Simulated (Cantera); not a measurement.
A diamond (100) surface in a fixed gas of H2 with x(CH4) = 0.0041, x(H) = 0.0004, x(CH3) = 0.00012, at 1375 K; coverages are run to steady state.

Detailed kinetics in Cantera: the Harris–Goodwin 1993 mechanism for the reconstructed diamond (100) surface.

θ: site fractions in the mechanism's names (c6HH fully hydrogenated, c6H* and c6*H radical sites, c6** diradical, c6HM methylated).

```tsv
P (Pa)	growth (µm/h)	θ c6HH	θ c6H*	θ c6*H	θ c6**	θ c6HM
840	0.00491	0.492	0.0468	0.445	0.0168	?
1200	0.00968	0.492	0.0467	0.444	0.0168	?
1800	0.0206	0.493	0.0467	0.443	0.0167	?
2700	0.0432	0.493	0.0466	0.443	0.0167	?
4000	0.0861	0.494	0.0466	0.443	0.0166	?
5900	0.166	0.494	0.0466	0.442	0.0166	?
8700	0.309	0.494	0.0466	0.442	0.0165	?
13000	0.569	0.494	0.0466	0.442	0.0165	?
```

**Question.** What belongs in the gaps?

**Answer.** 
- 840, θ c6HM: 6.22e-6
- 1200, θ c6HM: 8.93e-6
- 1800, θ c6HM: 1.35e-5
- 2700, θ c6HM: 2.06e-5
- 4000, θ c6HM: 3.10e-5
- 5900, θ c6HM: 4.65e-5
- 8700, θ c6HM: 6.99e-5
- 13000, θ c6HM: 0.000107
